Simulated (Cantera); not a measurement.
Standard-state values (1 bar) from the NASA 1993 polynomials, evaluated with Cantera. Values are per mole of reaction as written; species without (g) are pure solids or liquids, kept so even where they would boil at 1 bar. TiC: taken at fixed stoichiometry.

Between 300 and 1825 K, where is each reaction favourable under standard conditions?
- 5 TiC + 3 NH3(g) = 5 Ti + 3 HCN(g) + 2 CH3(g)


- 5 TiC + 3 NH3(g) = 5 Ti + 3 HCN(g) + 2 CH3(g): ΔG° is 1623 kJ at 300 K and 916 kJ at 1825 K; it stays positive (K < 1). ΔH° is 1780 kJ and ΔS° 473 J/K at 1825 K.
